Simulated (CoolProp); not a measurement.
Vapour pressure (bar) of acetone: the reference equation beside estimates from Tc = 508.1 K, pc = 46.92 bar, ω = 0.307. Clausius-Clapeyron is anchored at 399.9 K with a constant enthalpy of vaporisation of 23.86 kJ/mol.

The numbers come from the reference Helmholtz-energy equation of state, Lemmon 2006 in CoolProp. It is a short technical equation, of lower accuracy than the large ones.

```
T (K)  reference  Clausius-Clapeyron  Soave-Redlich-Kwong
-----  ---------  ------------------  -------------------
377.5        ___                 ___                  ___
388.7      5.455               5.725                  ___
399.9      7.040               7.040                7.150
411.1      8.953                 ___                9.118
422.3      11.23                 ___                  ___
433.5      13.93               12.28                14.24
444.7      17.09                 ___                17.48
455.9      20.76               17.00                21.23
467.1      25.02               19.77                25.55
```

Task: What belongs in the gaps?

Result: 
- 377.5, reference: 4.157
- 377.5, Clausius-Clapeyron: 4.599
- 377.5, Soave-Redlich-Kwong: 4.190
- 388.7, Soave-Redlich-Kwong: 5.520
- 411.1, Clausius-Clapeyron: 8.561
- 422.3, Clausius-Clapeyron: 10.30
- 422.3, Soave-Redlich-Kwong: 11.47
- 444.7, Clausius-Clapeyron: 14.51

Absolute difference from the reference over all 9 rows, mean and median: Clausius-Clapeyron 10.5 and 10.6 %, Soave-Redlich-Kwong 1.8 and 2.1 %.
